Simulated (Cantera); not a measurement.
A freely propagating, adiabatic, planar premixed flame of 44.4 % H2, 11.7 % O2, 43.9 % N2, equivalence ratio 1.9, unburnt at 373 K and 0.132 atm; multicomponent transport, grid criteria slope 0.08 and curve 0.16, no radiation.

Model: the H2/O2 subset of GRI-Mech 3.0, which has no nitrogen chemistry, integrated in Cantera. Burning velocities carry a grid error of a few per cent, more on coarse grids.

x: mole fraction of selected species; z is measured from the peak of heat release.

| z (mm) | T (K) | u (m/s) | x H2 | x O2 | x HO2 | x H | x OH | x H2O |
|---|---|---|---|---|---|---|---|---|
| -16.2 | 373 | 3.22 | 0.444 | 0.117 | <1e-8 | <1e-8 | <1e-8 | <1e-8 |
| -10.8 | 373 | 3.22 | 0.444 | 0.117 | <1e-8 | <1e-8 | <1e-8 | <1e-8 |
| -8.10 | 373 | 3.22 | 0.444 | 0.117 | <1e-8 | <1e-8 | <1e-8 | <1e-8 |
| -5.40 | 373 | 3.22 | 0.444 | 0.117 | <1e-8 | <1e-8 | <1e-8 | <1e-8 |
| -2.70 | 383 | 3.30 | 0.443 | 0.117 | 8.30e-5 | 5.93e-5 | 3.16e-5 | 0.000281 |
| -1.35 | 624 | 5.30 | 0.414 | 0.110 | 4.29e-5 | 0.0101 | 0.000451 | 0.0192 |
| 0 | 1049 | 8.63 | 0.283 | 0.0651 | 1.24e-5 | 0.0714 | 0.00148 | 0.116 |
| 1.35 | 1298 | 10.6 | 0.180 | [?] | [?] | 0.114 | [?] | 0.226 |
| 2.70 | 1389 | 11.2 | 0.173 | 0.00164 | 2.74e-7 | 0.111 | 0.00300 | 0.241 |
| 5.40 | 1490 | 12.0 | 0.181 | 0.00107 | 1.60e-7 | 0.0977 | 0.00362 | 0.244 |
| 10.8 | 1606 | 12.8 | 0.191 | 0.000869 | 1.18e-7 | 0.0815 | 0.00417 | 0.246 |
| 21.6 | 1726 | 13.6 | 0.201 | 0.000622 | 8.05e-8 | 0.0644 | 0.00440 | 0.249 |
| 43.2 | 1840 | 14.4 | 0.210 | 0.000385 | 5.11e-8 | 0.0480 | 0.00416 | 0.252 |

Task: Complete the blanks.

Result: 
- 1.35, x O2: 0.00848
- 1.35, x HO2: 1.53e-6
- 1.35, x OH: 0.00268
